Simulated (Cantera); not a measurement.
An isothermal, constant-pressure homogeneous reactor starts with 30.4 % H2, 21.7 % O2, 47.8 % N2, at 825 K and 0.280 bar.

Model: the H2/O2 subset of GRI-Mech 3.0, which has no nitrogen chemistry, integrated in Cantera. Below about 950 K walls govern HO2 and H2O2 in real vessels. The temperature is held fixed by assumption; the heat of reaction is taken as removed at once.

x: mole fraction; the columns are a selection and need not sum to one.

| t (s) | x H2 | x O2 | x H | x H2O2 | x H2O |
|---|---|---|---|---|---|
| 0.000600 | 0.304 | 0.217 | 4.68e-12 | <1e-12 | 3.41e-11 |
| 0.00134 | 0.304 | 0.217 | 4.82e-12 | <1e-12 | 9.01e-11 |
| 0.00298 | 0.304 | 0.217 | 4.98e-12 | 3.26e-12 | 2.18e-10 |
| 0.00664 | 0.304 | 0.217 | 5.33e-12 | 1.70e-11 | 5.18e-10 |
| 0.0148 | 0.304 | 0.217 | 6.16e-12 | 8.82e-11 | 1.26e-9 |
| 0.0329 | 0.304 | 0.217 | 8.28e-12 | 4.67e-10 | 3.34e-9 |
| 0.0734 | 0.304 | 0.217 | 1.47e-11 | [?] | 1.06e-8 |
| 0.164 | 0.304 | 0.217 | 4.29e-11 | [?] | 4.96e-8 |
| 0.364 | 0.304 | 0.217 | 3.11e-10 | [?] | 5.17e-7 |
| 0.812 | 0.304 | 0.217 | 2.28e-9 | [?] | 1.08e-5 |
| 1.81 | 0.304 | 0.217 | 1.01e-8 | [?] | 0.000137 |
| 4.03 | 0.302 | 0.216 | 5.34e-8 | [?] | 0.00213 |
| 8.98 | 0.289 | 0.210 | 7.46e-8 | 0.00103 | 0.0169 |
| 20.0 | 0.262 | 0.197 | 5.29e-8 | 0.00105 | 0.0490 |

Q: What belongs in the gaps?

A: 
- 0.0734, x H2O2: 2.68e-9
- 0.164, x H2O2: 1.90e-8
- 0.364, x H2O2: 2.60e-7
- 0.812, x H2O2: 7.22e-6
- 1.81, x H2O2: 6.76e-5
- 4.03, x H2O2: 0.000494
